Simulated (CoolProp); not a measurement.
Aqueous potassium acetate as a coolant, 7 % by mass, freezing at -3.0 °C, 1 atm.

Computed with CoolProp (Melinder's fits for secondary coolants).

| T (°C) | conductivity (W/(m K)) | viscosity (mPa s) | density (kg/m³) | Prandtl number |
|---|---|---|---|---|
| 1.4 | 0.545 | 2.01 | 1040 | 14.4 |
| 8.2 | 0.556 | 1.62 | 1039 | 11.4 |
| 15.1 | 0.567 | 1.34 | 1038 | 9.26 |
| 21.9 | 0.578 | 1.13 | 1036 | 7.70 |
| 28.8 | 0.588 | 0.973 | 1034 | 6.49 |
| 35.6 | 0.598 | 0.846 | 1032 | 5.56 |
